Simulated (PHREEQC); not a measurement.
A solution holds 0.0011 mol Mg(NO3)2 and 0.00014 mol HBr per kg of water, at 25 °C. Closed to the air; pH follows from the charge balance.

Model: ion-association model, wateq4f.dat, run in PHREEQC.

The pH is 3.88. The ionic strength is 0.00344 mol/kgw and the total alkalinity comes out as -0.140 meq/kg.

```json
[
 {"species": "NO3-", "molality": "0.00220", "activity": "0.00206", "log γ": "-0.028"},
 {"species": "Mg+2", "molality": "0.00110", "activity": "0.000859", "log γ": "-0.108"},
 {"species": "H+", "molality": "0.000140", "activity": "0.000132", "log γ": "-0.025"},
 {"species": "Br-", "molality": "0.000140", "activity": "0.000131", "log γ": "-0.028"}
]
```

No solid was allowed to form.
